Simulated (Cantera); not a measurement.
Reactions in the system C-Cu-H-O

Standard-state values (1 bar) from the NASA 1993 polynomials, evaluated with Cantera. Values are per mole of reaction as written; species without (g) are pure solids or liquids, kept so even where they would boil at 1 bar.

3 C3H8(g) + Cu2O → 8 CH3(g) + CO(g) + 2 Cu

```
T (K)  ΔH° (kJ)  ΔS° (J/K)  ΔG° (kJ)  log10 K  condensed phases
-----  --------  ---------  --------  -------  ----------------
1273     1542.4      930.2     358.2   -14.70    Cu2O(s), Cu(s)
1473     1556.8      940.9     170.8    -6.06    Cu2O(s), Cu(l)
1673     1477.9      889.2      -9.8     0.31    Cu2O(l), Cu(l)
1873     1462.8      880.7    -186.8     5.21    Cu2O(l), Cu(l)
2073     1447.4      872.9    -362.1     9.12    Cu2O(l), Cu(l)
2273     1431.6      865.6    -536.0    12.32    Cu2O(l), Cu(l)
2473     1415.7      858.9    -708.4    14.96    Cu2O(l), Cu(l)
2673     1399.8      852.7    -879.6    17.19    Cu2O(l), Cu(l)
```
